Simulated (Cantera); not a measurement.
A Cantera script and what it prints.

```python
import numpy as np
import cantera as ct

gas_names = """
    H H2 N NH NH2 NH3 N2 N2H2 N2H4 Zr ZrN
""".split()
cond_names = """
    Zr(a) Zr(b) Zr(L) ZrN(s) ZrN(L)
""".split()


def load(file, names, dense=False):
    # The tables refer to 1 bar. Condensed volumes are neglected.
    table = {s.name: s for s in ct.Species.list_from_file(file)}
    out = []
    for n in names:
        d = dict(table[n].input_data)
        d["thermo"] = dict(d["thermo"], **{"reference-pressure": 1e5})
        if dense:
            d["equation-of-state"] = {"model": "constant-volume", "density": "1e6 g/cm^3"}
        out.append(ct.Species.from_dict(d))
    return out


gas = ct.Solution(thermo="ideal-gas", species=load("nasa_gas.yaml", gas_names))
cond = {s.name: ct.Solution(thermo="fixed-stoichiometry", species=[s], name=s.name)
        for s in load("nasa_condensed.yaml", cond_names, dense=True)}
atoms = {
    'ZrN': {'Zr': 1, 'N': 1},
    'H2': {'H': 2},
}
top_T = {}  # K; cautious upper limits of use, not melting points


def equilibrate(T, P, feed):
    n = {}
    for name, mol in feed.items():
        for a, k in atoms[name].items():
            n[a] = n.get(a, 0.0) + k * mol
    gas.TPX = T, P, n
    mass = sum(n.values()) * gas.mean_molecular_weight
    gas.equilibrate("TP")
    valid = [c for c in cond.values() if c.min_temp <= T <= top_T.get(c.name, c.max_temp)]
    mix = ct.Mixture([(gas, mass / gas.mean_molecular_weight)] + [(c, 0.0) for c in valid])
    mix.T, mix.P = T, P
    mix.equilibrate("TP", solver="vcs", rtol=1e-11, max_steps=5000)
    return mix


results = []
feed = {'ZrN': 1, 'H2': 0.38}  # mol
T = 2323  # K
for P in [1, 4.6, 22, 100, 460, 2200, 10000, 46000, 220000, 1000000]:
    mix = equilibrate(T, P, feed)
    results.append((T, P, feed, dict(zip(mix.species_names, mix.species_moles))))
    x = sorted(zip(gas.X, gas.species_names), reverse=True)
    print(f"T = {T:g} K  P = {P:g} Pa  gas = {mix.phase_moles(0):.4g} mol")
    print("   x: " + "  ".join(f"{s} {v:.3e}" for v, s in x if v > 0.001))
    print("   condensed (mol): " + ("  ".join(f"{mix.phase(i).name} {mix.phase_moles(i):.4g}"
          for i in range(1, mix.n_phases) if mix.phase_moles(i) > 1e-12) or "none"))
```

Output:

```
T = 2323 K  P = 1 Pa  gas = 0.7466 mol
   x: H 8.857e-01  H2 6.615e-02  Zr 3.212e-02  N2 1.606e-02
   condensed (mol): ZrN(s) 0.976
T = 2323 K  P = 4.6 Pa  gas = 0.6252 mol
   x: H 7.634e-01  H2 2.261e-01  Zr 6.982e-03  N2 3.491e-03
   condensed (mol): ZrN(s) 0.9956
T = 2323 K  P = 22 Pa  gas = 0.5122 mol
   x: H 5.118e-01  H2 4.860e-01  Zr 1.460e-03
   condensed (mol): ZrN(s) 0.9993
T = 2323 K  P = 100 Pa  gas = 0.4447 mol
   x: H2 7.095e-01  H 2.901e-01
   condensed (mol): ZrN(s) 0.9999
T = 2323 K  P = 460 Pa  gas = 0.4105 mol
   x: H2 8.517e-01  H 1.482e-01
   condensed (mol): ZrN(s) 1
T = 2323 K  P = 2200 Pa  gas = 0.3939 mol
   x: H2 9.292e-01  H 7.077e-02
   condensed (mol): ZrN(s) 1
T = 2323 K  P = 10000 Pa  gas = 0.3865 mol
   x: H2 9.661e-01  H 3.385e-02
   condensed (mol): ZrN(s) 1
T = 2323 K  P = 46000 Pa  gas = 0.3831 mol
   x: H2 9.841e-01  H 1.593e-02
   condensed (mol): ZrN(s) 1
T = 2323 K  P = 220000 Pa  gas = 0.3814 mol
   x: H2 9.927e-01  H 7.315e-03
   condensed (mol): ZrN(s) 1
T = 2323 K  P = 1e+06 Pa  gas = 0.3807 mol
   x: H2 9.966e-01  H 3.438e-03
   condensed (mol): Zr(L) 4.228e-09  ZrN(s) 1
```

Method: chemical equilibrium by Gibbs-energy minimisation in Cantera with the NASA 1993 tables (ideal gas, pure condensed phases). ZrN: taken at fixed stoichiometry.
